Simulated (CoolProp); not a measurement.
Properties of tetrahydrofuran along the isobar 175 bar.

Values from CoolProp's reference Helmholtz-energy equation of state, Fiedler 2023.

```
T (K)   phase  speed of sound (m/s)  isothermal compressibility (1/MPa)  fugacity coefficient
-----  ------  --------------------  ----------------------------------  --------------------
256.7  liquid                  1549                           0.0006417             0.0002645
280.3  liquid                  1441                           0.0007513             0.0009613
303.8  liquid                  1337                           0.0008840              0.002742
327.3  liquid                  1237                            0.001046              0.006526
350.9  liquid                  1142                            0.001248               0.01351
374.4  liquid                  1051                            0.001498               0.02488
397.9  liquid                 965.7                            0.001815               0.04182
421.5  liquid                 883.6                            0.002226               0.06531
445    liquid                 805.1                            0.002766               0.09564
```
